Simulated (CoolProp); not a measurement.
Model: reference Helmholtz-energy equation of state, Zhou 2012, in CoolProp.

### Question
For m-xylene, give the phase and the isothermal compressibility (1/MPa), viscosity (µPa s) at 574.7 K and 686 kPa; 589.8 K and 686 kPa; 620 K and 686 kPa.

### Answer
- 574.7 K and 686 kPa: gas; isothermal compressibility 1.62, viscosity 12.6
- 589.8 K and 686 kPa: gas; isothermal compressibility 1.61, viscosity 12.9
- 620 K and 686 kPa: gas; isothermal compressibility 1.58, viscosity 13.6

Viscosity comes from a separate model (Cao 2016).
